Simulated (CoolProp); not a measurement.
Aqueous potassium carbonate as a coolant, 12 % by mass, freezing at -4.5 °C, 1 atm.

Computed with CoolProp (Melinder's fits for secondary coolants).

```tsv
T (°C)	viscosity (mPa s)	cp (kJ/(kg K))	density (kg/m³)	Prandtl number
1.5	2.14	3.583	1116	?
6.6	1.85	3.592	1115	11.8
11.7	1.63	3.602	1113	?
16.8	1.44	?	1111	8.95
22	?	3.620	1109	?
27.1	1.15	?	1107	7.00
32.2	1.04	3.638	?	6.25
```

Problem. Fill in the missing entries.

Solution. 
- 1.5, Prandtl number: 13.8
- 11.7, Prandtl number: 10.2
- 16.8, cp (kJ/(kg K)): 3.611
- 22, viscosity (mPa s): 1.28
- 22, Prandtl number: 7.88
- 27.1, cp (kJ/(kg K)): 3.629
- 32.2, density (kg/m³): 1105
